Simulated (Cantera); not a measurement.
## Equilibrium for silicon nitride deposition: Si2Cl6 + N2

Feed: 1 mol Si2Cl6, 9.6 mol N2.

Cantera equilibrium calculation (NASA polynomials, part measured and part estimated; ideal gas, pure solids and liquids). Candidate condensed phases: Si, Si3N4; 13 gas species. The feed counts by its element totals alone. N2 is the only nitrogen source here; it is nearly inert below about 1500 K, so the nitride shown seldom forms there in practice. The tables' values for SiCl3 are old estimates. The numbers say what is thermodynamically allowed, not how fast it happens.

Stable condensed phases:

```
T in K \ P in Pa
              5     15     45    140    410   1200   3700  11000  33000 100000
   1700       A      A      A      A      A      A      A      A      A      B
   1650       A      A      A      A      A      A      A      A      A      B
   1600       A      A      A      A      A      A      A      A      B      B
   1550       A      A      A      A      A      A      A      B      B      B
   1500       A      A      A      A      A      A      B      B      B      B
   1450       A      A      A      A      A      A      B      B      B      B
   1400       A      A      A      A      A      B      B      B      B      B
   1350       A      A      A      A      B      B      B      B      B      B
   1300       A      A      A      B      B      B      B      B      B      B
   1250       A      A      B      B      B      B      B      B      B      B
   1200       B      B      B      B      B      B      B      B      B      B
   1150       B      B      B      B      B      B      B      B      B      B
   1100       B      B      B      B      B      B      B      B      B      B
```

A: gas only; B: Si3N4.
